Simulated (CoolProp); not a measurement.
Vapour-liquid equilibrium of diethyl ether (1) + methanol (2) at 0.818 MPa; x and y are mole fractions of (1).

The numbers come from the multi-fluid Helmholtz-energy mixture model, Thol 2014 and de Reuck 1993; pair parameters Bell 2016 in CoolProp.

```csv
x,"bubble temperature, mixture model (K)","bubble temperature, Raoult's law (K)","y, mixture model","y, Raoult's law"
0.05,398.5,401.2,0.123,0.072
0.15,[?],399.4,0.302,0.210
0.25,[?],397.5,0.422,0.337
0.35,386.1,395.7,[?],0.454
0.45,384.1,393.8,0.575,0.562
0.55,382.8,391.9,0.635,0.660
0.65,381.8,389.9,0.695,0.750
0.75,381.4,388.0,0.761,0.831
0.85,381.4,386.1,0.838,0.904
0.95,[?],384.2,0.938,0.970
```

Q: Complete the blanks.

A: 
- 0.15, bubble temperature, mixture model (K): 392.8
- 0.25, bubble temperature, mixture model (K): 388.8
- 0.35, y, mixture model: 0.508
- 0.95, bubble temperature, mixture model (K): 382.3

The largest gap from Raoult's law is -9.7 K in bubble temperature, at x = 0.45. y crosses x between x = 0.75 and 0.85: the model has an azeotrope there.

Pair parameters are fitted to limited data, so mixtures are less certain than the pure fluids.
